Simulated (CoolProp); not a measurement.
CF4 (R14) at 298.15 K and 0.251 MPa flows at 2.6 m/s in a round tube of 4.6 mm bore and 0.25 µm roughness, fully developed (64/Re and Nu = 3.66 if laminar; Colebrook and Gnielinski if turbulent). Each further row changes one setting.

Model: reference Helmholtz-energy equation of state, Platzer 1990, in CoolProp. This equation is an older, rougher fit.

| case | Reynolds number | Darcy friction factor | pressure drop (Pa/m) | heat-transfer coefficient (W/(m² K)) | mass flow (kg/h) |
|---|---|---|---|---|---|
| as stated | 6210 | 0.0352 | 233 | 70.7 | 1.40 |
| velocity 5.2 m/s | 12400 | 0.0293 | 774 | 127 | 2.80 |
| diameter 9.2 mm | 12400 | 0.0292 | 96.6 | 63.3 | 5.60 |

Viscosity comes from a separate model (Huber 2003), an estimate that may be off by 10 % or more. Thermal conductivity comes from a separate model (Huber 2003), an estimate that may be off by 10 % or more.
